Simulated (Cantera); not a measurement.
## Gas-phase reforming

A perfectly stirred reactor is fed with 27.0 % CH₄, 73.0 % H₂O, at 500000 Pa; it is held at 1750 K, and followed from long to short residence time.

Model: GRI-Mech 3.0 (53 species, 325 reactions), integrated in Cantera.

```tsv
τ (s)	x CH₄	x H₂O	x H	x CH₂CO	x CH₂O
5.1	0.00758	0.291	7.59e-5	7.03e-7	3.39e-7
2.3	0.0120	0.302	7.50e-5	1.63e-6	4.56e-7
1.0	0.0182	0.322	7.35e-5	3.72e-6	6.58e-7
0.47	0.0252	0.348	7.15e-5	7.36e-6	9.68e-7
0.21	0.0339	0.387	6.84e-5	1.41e-5	1.54e-6
0.095	0.0441	0.434	6.44e-5	2.42e-5	2.54e-6
0.043	0.0568	0.487	5.92e-5	3.73e-5	4.27e-6
0.019	0.0740	0.540	5.29e-5	5.13e-5	7.27e-6
0.0086	0.0961	0.587	4.58e-5	6.09e-5	1.18e-5
0.0039	0.124	0.625	3.83e-5	6.30e-5	1.85e-5
0.0017	0.158	0.658	3.02e-5	5.54e-5	2.80e-5
```
x: mole fraction; the columns are a selection and need not sum to one.
